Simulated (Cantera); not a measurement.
**Silicon carbide growth: (CH₃)₂SiCl₂ + C₃H₈ + H₂**

Charge: 1 mol (CH₃)₂SiCl₂, 0.029 mol C₃H₈, 610 mol H₂, held at 1400 K and 0.150 bar.

Cantera equilibrium calculation (NASA polynomials, part measured and part estimated; ideal gas, pure solids and liquids). Candidate condensed phases: C, C₆H₆, C₇H₈, C₈H₁₈, Si, SiC; 109 gas species. The feed counts by its element totals alone. Kinetics and transport are ignored.

- x(H₂): 0.996
- x(HCl): 0.00326
- x(CH₄): 0.000643
- x(H): 1.25e-5
- x(C₂H₂ (acetylene)): 2.51e-6
- n(C(graphite)): 0.689 mol
- n(SiC(s)): 1.000 mol
- gas amount: 613.7 mol
- log10 activity of Si(s) (absent): -2.32
